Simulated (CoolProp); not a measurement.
A single-stage vapour-compression cycle with R141b: evaporating at 271.15 K (dew point), condensing at 340.15 K (bubble point), superheat 10 K, subcooling 0 K, compressor efficiency 0.7, no pressure losses. Each further row changes one setting.

Model: reference Helmholtz-energy equation of state, Lemmon 2006, in CoolProp. It is a short technical equation, of lower accuracy than the large ones.

```json
[
 {"case": "as stated", "cooling COP": "2.16", "pressure ratio": "11.7", "discharge temperature (K)": "381.5", "refrigerating effect (kJ/kg)": "165", "volumetric capacity (kJ/m³)": "215"},
 {"case": "evaporating temperature 276.15 K", "cooling COP": "2.42", "pressure ratio": "9.32", "discharge temperature (K)": "(withheld)", "refrigerating effect (kJ/kg)": "169", "volumetric capacity (kJ/m³)": "271"},
 {"case": "condensing temperature 335.15 K", "cooling COP": "2.38", "pressure ratio": "10.2", "discharge temperature (K)": "375.5", "refrigerating effect (kJ/kg)": "171", "volumetric capacity (kJ/m³)": "223"},
 {"case": "subcooling 5 K", "cooling COP": "(withheld)", "pressure ratio": "11.7", "discharge temperature (K)": "381.5", "refrigerating effect (kJ/kg)": "171", "volumetric capacity (kJ/m³)": "223"},
 {"case": "superheat 20 K", "cooling COP": "2.18", "pressure ratio": "11.7", "discharge temperature (K)": "392.8", "refrigerating effect (kJ/kg)": "173", "volumetric capacity (kJ/m³)": "(withheld)"},
 {"case": "compressor efficiency 0.6", "cooling COP": "(withheld)", "pressure ratio": "11.7", "discharge temperature (K)": "395.5", "refrigerating effect (kJ/kg)": "165", "volumetric capacity (kJ/m³)": "215"}
]
```

### Question
Some entries are withheld; supply them.

### Answer

- evaporating temperature 276.15 K, discharge temperature (K): 377.8
- subcooling 5 K, cooling COP: 2.24
- superheat 20 K, volumetric capacity (kJ/m³): 216
- compressor efficiency 0.6, cooling COP: 1.85
